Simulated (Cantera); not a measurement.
## Equilibrium for halide evaporation, hydrolysis and transport: KCl + HCl + N₂

Input: 1 mol KCl, 0.27 mol HCl, 87 mol N₂, at 0.0133 bar.

Method: chemical equilibrium by Gibbs-energy minimisation in Cantera with the NASA 1993 tables (ideal gas, pure condensed phases). Candidate condensed phases: K, KCl, NH₄Cl; 17 gas species. Kinetics and transport are ignored.

From 600 °C to 700 °C the condensed part is KCl(s). From 750 °C to 1050 °C nothing is condensed. The main K-bearing gas is KCl throughout.

| T (°C) | x N₂ | x KCl | x HCl | x K₂Cl₂ | x Cl | n KCl(s) |
|---|---|---|---|---|---|---|
| 600 | 0.997 | 0.000252 | 0.00309 | 6.52e-5 | 1.37e-8 | 0.967 |
| 650 | 0.995 | 0.00121 | 0.00309 | 0.000383 | 4.18e-8 | 0.827 |
| 700 | 0.990 | 0.00493 | 0.00307 | 0.00185 | 1.12e-7 | 0.242 |
| 750 | 0.987 | 0.00807 | 0.00306 | 0.00164 | 2.72e-7 | 0 |
| 800 | 0.986 | 0.00962 | 0.00306 | 0.000857 | 6.06e-7 | 0 |
| 850 | 0.986 | 0.0105 | 0.00306 | 0.000411 | 1.26e-6 | 0 |
| 900 | 0.986 | 0.0109 | 0.00306 | 0.000194 | 2.46e-6 | 0 |
| 950 | 0.986 | 0.0111 | 0.00305 | 9.39e-5 | 4.54e-6 | 0 |
| 1000 | 0.986 | 0.0112 | 0.00305 | 4.74e-5 | 8.01e-6 | 0 |
| 1050 | 0.986 | 0.0113 | 0.00305 | 2.50e-5 | 1.35e-5 | 0 |
x: gas mole fraction; n: condensed amount in mol.
